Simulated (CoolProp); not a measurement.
A simple Rankine cycle with n-perfluorohexane: condensing at 303.15 K, boiler at 0.595 MPa, turbine inlet 409.8 K, turbine efficiency 0.75, pump efficiency 0.7, no recuperator. Each further row changes one setting.

Model: reference Helmholtz-energy equation of state, Gao 2022, in CoolProp.

```tsv
case	thermal efficiency (%)	net work (kJ/kg)	heat in (kJ/kg)	turbine exit temperature (K)	volume ratio over the turbine
as stated	10.1	18.3	181	…	18.7
turbine inlet 429.8 K	9.7	19.6	201	…	…
condensing temperature 295.15 K	…	20.7	189	…	26.4
boiler pressure 0.416 MPa	9.0	16.5	183	…	12.2
turbine efficiency 0.65	8.8	15.8	181	…	…
```

Problem. Some entries are withheld; supply them.

Solution. 
- as stated, turbine exit temperature (K): 383.0
- turbine inlet 429.8 K, turbine exit temperature (K): 403.4
- turbine inlet 429.8 K, volume ratio over the turbine: 18.0
- condensing temperature 295.15 K, thermal efficiency (%): 10.9
- condensing temperature 295.15 K, turbine exit temperature (K): 380.3
- boiler pressure 0.416 MPa, turbine exit temperature (K): 387.7
- turbine efficiency 0.65, turbine exit temperature (K): 385.6
- turbine efficiency 0.65, volume ratio over the turbine: 18.9
